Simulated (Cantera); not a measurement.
**Adiabatic ignition**

An adiabatic, constant-volume homogeneous reactor starts with CH4 : H2 : O2 : N2 = 1 : 0.77 : 1.99 : 7.47 (molar parts), equivalence ratio 1.2, at 1625 K and 20.0 bar.

Cantera simulation using GRI-Mech 3.0 (53 species, 325 reactions); the numbers are that mechanism's predictions, not measurements. The pressure lies above the range GRI-Mech 3.0 was tuned for (to about 10 atm). Above 3000 K some thermodynamic fits are extrapolated.

| t (s) | T (K) | P (bar) | x CH4 | x H2 | x O2 | x HCO | x CH2O | x O |
|---|---|---|---|---|---|---|---|---|
| 1.00e-6 | 1625 | 20.0 | 0.0890 | 0.0685 | 0.177 | 3.70e-10 | 4.70e-6 | 6.91e-7 |
| 3.47e-6 | 1646 | 20.3 | 0.0859 | 0.0671 | 0.175 | 8.20e-7 | 0.000719 | 1.31e-5 |
| 1.20e-5 | 3290 | 41.7 | 8.89e-12 | 0.0394 | 0.00632 | 1.45e-6 | 3.67e-8 | 0.00347 |
| 4.16e-5 | 3274 | 41.5 | 1.02e-11 | 0.0408 | 0.00538 | 1.45e-6 | 3.82e-8 | 0.00307 |
| 0.000144 | 3274 | 41.5 | 1.02e-11 | 0.0408 | 0.00537 | 1.45e-6 | 3.82e-8 | 0.00306 |
| 0.000500 | 3274 | 41.5 | 1.02e-11 | 0.0408 | 0.00537 | 1.45e-6 | 3.82e-8 | 0.00306 |
| 0.00173 | 3274 | 41.5 | 1.02e-11 | 0.0408 | 0.00537 | 1.45e-6 | 3.82e-8 | 0.00306 |
| 0.00600 | 3274 | 41.5 | 1.02e-11 | 0.0408 | 0.00537 | 1.45e-6 | 3.82e-8 | 0.00306 |
| 0.0208 | 3274 | 41.5 | 1.02e-11 | 0.0408 | 0.00537 | 1.45e-6 | 3.82e-8 | 0.00306 |
| 0.0721 | 3274 | 41.5 | 1.02e-11 | 0.0408 | 0.00537 | 1.45e-6 | 3.82e-8 | 0.00306 |
| 0.250 | 3274 | 41.5 | 1.02e-11 | 0.0408 | 0.00537 | 1.45e-6 | 3.82e-8 | 0.00306 |
| 0.866 | 3274 | 41.5 | 1.02e-11 | 0.0408 | 0.00537 | 1.45e-6 | 3.82e-8 | 0.00306 |
| 3.00 | 3274 | 41.5 | 1.02e-11 | 0.0408 | 0.00537 | 1.45e-6 | 3.82e-8 | 0.00306 |
x: mole fraction; the columns are a selection and need not sum to one.

```yaml
time_of_steepest_temperature_rise: 7.25 µs
temperature at 3.00 s: 3274 K
equilibrium_temperature: 3274 K
x(CH4) at 3.00 s: 1.02e-11 (gas-phase equilibrium 1.21e-11)
x(H2) at 3.00 s: 0.0408 (gas-phase equilibrium 0.0408)
x(O2) at 3.00 s: 0.00537 (gas-phase equilibrium 0.00537)
```
